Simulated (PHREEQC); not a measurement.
Solution (55 °C): 28 mmol/kgw NaHSO4, 0.054 mmol/kgw NH3 and 1.7 mmol/kgw LiCl. Closed to the air; pH follows from the charge balance.

The numbers come from PHREEQC with the ion-association model, phreeqc.dat.

Precipitation was switched off in this run.

Q: Order these S species by the share of S that they hold, largest first: NaSO4-, HSO4-, SO4-2, LiSO4-.

A: HSO4- (53 %), SO4-2 (44 %), NaSO4- (3.1 %), LiSO4- (0.14 %)

The pH is 1.95 and the ionic strength 0.0544 mol/kgw. Away from 25 °C the constants follow the database's enthalpies or fits; those with neither stay at their 25 °C values.
